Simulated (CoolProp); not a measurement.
Vapour-liquid equilibrium of n-butane (1) + cyclohexane (2) at 239 kPa; x and y are mole fractions of (1).

The numbers come from the multi-fluid Helmholtz-energy mixture model, Bücker 2006 and Zhou 2014; pair parameters Bell 2016 in CoolProp.

Problem. Give the bubble temperature and the first vapour's composition at x = 0.35, 0.5, 0.65. Is there an azeotrope?

Solution. x = 0.35: 333.4 K, y = 0.851; x = 0.5: 320.4 K, y = 0.928; x = 0.65: 311.3 K, y = 0.965. No azeotrope shows between x = 0.05 and 0.95.

Pair parameters are fitted to limited data, so mixtures are less certain than the pure fluids.
